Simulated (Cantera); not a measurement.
An adiabatic, constant-pressure homogeneous reactor starts with CH₃OH : O₂ : N₂ : CO₂ = 1 : 1.25 : 4.7 : 0.2 (molar parts), at 1725 K and 1.00 bar. Integrator tolerance rtol = 1e-08.

Cantera simulation using GRI-Mech 3.0 (53 species, 325 reactions); the numbers are that mechanism's predictions, not measurements. GRI-Mech 3.0 was tuned for natural gas; its chemistry of methanol as a main component is partial and can be far from experiment.

Task: What does this change do: constant volume in place of constant pressure?

Result: 
```tsv
quantity	before	after
time of steepest temperature rise	38.4 µs	32.2 µs
temperature at 0.200 s	2768 K	2919 K
equilibrium temperature	2768 K	2919 K
x(CH₃OH) at 0.200 s	<1e-12 (gas-phase equilibrium <1e-12)	<1e-12 (gas-phase equilibrium <1e-12)
x(O₂) at 0.200 s	0.0145 (gas-phase equilibrium 0.0145)	0.0168 (gas-phase equilibrium 0.0168)
x(CO₂) at 0.200 s	0.0690 (gas-phase equilibrium 0.0690)	0.0613 (gas-phase equilibrium 0.0613)
x(HCN) at 0.200 s	3.38e-9 (gas-phase equilibrium 3.38e-9)	8.74e-9 (gas-phase equilibrium 8.74e-9)
x(NO) at 0.200 s	0.00785 (gas-phase equilibrium 0.00785)	0.0103 (gas-phase equilibrium 0.0103)
x(CH₂) at 0.200 s	<1e-12 (gas-phase equilibrium <1e-12)	<1e-12 (gas-phase equilibrium <1e-12)
x(N₂O) at 0.200 s	3.72e-7 (gas-phase equilibrium 3.72e-7)	6.87e-7 (gas-phase equilibrium 6.87e-7)
```

Task: What does this change do: 0.64 parts H2 added?

Result: 
```csv
quantity,before,after
time of steepest temperature rise,38.4 µs,33.6 µs
temperature at 0.200 s,2768 K,2790 K
equilibrium temperature,2768 K,2790 K
x(CH₃OH) at 0.200 s,<1e-12 (gas-phase equilibrium <1e-12),<1e-12 (gas-phase equilibrium <1e-12)
x(O₂) at 0.200 s,0.0145 (gas-phase equilibrium 0.0145),0.00582 (gas-phase equilibrium 0.00582)
x(CO₂) at 0.200 s,0.0690 (gas-phase equilibrium 0.0690),0.0466 (gas-phase equilibrium 0.0466)
x(HCN) at 0.200 s,3.38e-9 (gas-phase equilibrium 3.38e-9),9.13e-9 (gas-phase equilibrium 9.13e-9)
x(NO) at 0.200 s,0.00785 (gas-phase equilibrium 0.00785),0.00497 (gas-phase equilibrium 0.00497)
x(CH₂) at 0.200 s,<1e-12 (gas-phase equilibrium <1e-12),<1e-12 (gas-phase equilibrium <1e-12)
x(N₂O) at 0.200 s,3.72e-7 (gas-phase equilibrium 3.72e-7),2.28e-7 (gas-phase equilibrium 2.28e-7)
```

Task: What does this change do: CO2 0.2 to 0.37 parts?

Result: 
```json
[
 {"quantity": "time of steepest temperature rise", "before": "38.4 µs", "after": "38.7 µs"},
 {"quantity": "temperature at 0.200 s", "before": "2768 K", "after": "2742 K"},
 {"quantity": "equilibrium temperature", "before": "2768 K", "after": "2742 K"},
 {"quantity": "x(CH₃OH) at 0.200 s", "before": "<1e-12 (gas-phase equilibrium <1e-12)", "after": "<1e-12 (gas-phase equilibrium <1e-12)"},
 {"quantity": "x(O₂) at 0.200 s", "before": "0.0145 (gas-phase equilibrium 0.0145)", "after": "0.0151 (gas-phase equilibrium 0.0151)"},
 {"quantity": "x(CO₂) at 0.200 s", "before": "0.0690 (gas-phase equilibrium 0.0690)", "after": "0.0828 (gas-phase equilibrium 0.0828)"},
 {"quantity": "x(HCN) at 0.200 s", "before": "3.38e-9 (gas-phase equilibrium 3.38e-9)", "after": "2.90e-9 (gas-phase equilibrium 2.90e-9)"},
 {"quantity": "x(NO) at 0.200 s", "before": "0.00785 (gas-phase equilibrium 0.00785)", "after": "0.00766 (gas-phase equilibrium 0.00766)"},
 {"quantity": "x(CH₂) at 0.200 s", "before": "<1e-12 (gas-phase equilibrium <1e-12)", "after": "<1e-12 (gas-phase equilibrium <1e-12)"},
 {"quantity": "x(N₂O) at 0.200 s", "before": "3.72e-7 (gas-phase equilibrium 3.72e-7)", "after": "3.59e-7 (gas-phase equilibrium 3.59e-7)"}
]
```
